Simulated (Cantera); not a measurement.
Charge: 1 mol SiF4, 0.052 mol O2, 1.4 mol N2, 0.5 mol O3, held at 13.3 mbar.

Equilibrium computed with Cantera from the NASA thermochemical tables; the gas is ideal and each condensed phase is pure. Candidate condensed phases: Si, SiO2, Si2N2O, Si3N4; 28 gas species. The numbers say what is thermodynamically allowed, not how fast it happens. All values below are at 977 °C.

Base state: N2 0.437, SiF4 0.312, O2 0.250, NO 0.000229 (mole fractions); condensed: gas only.

Q: What changes in the equilibrium state with this change: SiF4 replaced by SiCl4?

A: 
```csv
species,before,after
Cl2,0,0.466
N2,0.437,0.427
SiCl4,0,0.0604
SiF4,0.312,0
O2,0.250,5.09e-8
Cl,0,0.0462
NO,0.000229,1.02e-7
"SiO2(β-quartz), mol",0,0.802
```
The tables hold silica as quartz up to 1696 K and as liquid above; real silica turns to tridymite and cristobalite and melts near 1996 K.
